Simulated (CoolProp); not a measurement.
A simple Rankine cycle with R142b: condensing at 310.15 K, boiler at 1.73 MPa, turbine inlet 379.1 K, turbine efficiency 0.6, pump efficiency 0.8, no recuperator. Each further row changes one setting.

Model: reference Helmholtz-energy equation of state, Lemmon 2006, in CoolProp. It is a short technical equation, of lower accuracy than the large ones.

```
case                             thermal efficiency (%)  net work (kJ/kg)  heat in (kJ/kg)  turbine exit temperature (K)  volume ratio over the turbine
-------------------------------  ----------------------  ----------------  ---------------  ----------------------------  -----------------------------
as stated                                           7.3               ___              240                           ___                           3.87
turbine inlet 399.1 K                               7.3              19.3              264                         362.4                           3.75
condensing temperature 302.15 K                     8.3              20.7              ___                         334.5                           4.88
boiler pressure 1.21 MPa                            ___              13.8              250                         353.8                           2.57
turbine efficiency 0.5                              5.9              14.3              240                           ___                            ___
```

### Question
Fill in the missing entries.

### Answer

- as stated, net work (kJ/kg): 17.4
- as stated, turbine exit temperature (K): 339.9
- condensing temperature 302.15 K, heat in (kJ/kg): 251
- boiler pressure 1.21 MPa, thermal efficiency (%): 5.5
- turbine efficiency 0.5, turbine exit temperature (K): 343.2
- turbine efficiency 0.5, volume ratio over the turbine: 3.92
